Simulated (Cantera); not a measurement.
A closed system holds: 1 mol Si2Cl6, 22 mol NH3, 0.18 mol H2, equilibrated at 20.3 Torr.

These are equilibrium values from Cantera (NASA tables, ideal gas, pure condensed phases), not measurements of a reactor. Candidate condensed phases: NH4Cl, Si, Si3N4; 28 gas species. The feed counts by its element totals alone. Gases not in the tables: Si2H6 and higher silanes. Kinetics and transport are ignored.

Problem. Which condensed phases are stable at each of these points (T (K)): 1548, 1598, 1648, 1698, 1748, 1798, 1848?

Solution. 
```tsv
T (K)	condensed phases	Si condensed (%)
1548	Si3N4(s)	87.1
1598	Si3N4(s)	79.1
1648	Si3N4(s)	68.9
1698	Si3N4(s)	57.1
1748	Si3N4(s)	44.5
1798	Si(l)	37.7
1848	Si(l)	39.0
```

From 1548 K to 1748 K the condensed part is Si3N4(s). From 1798 K to 1848 K the condensed part is Si(l).
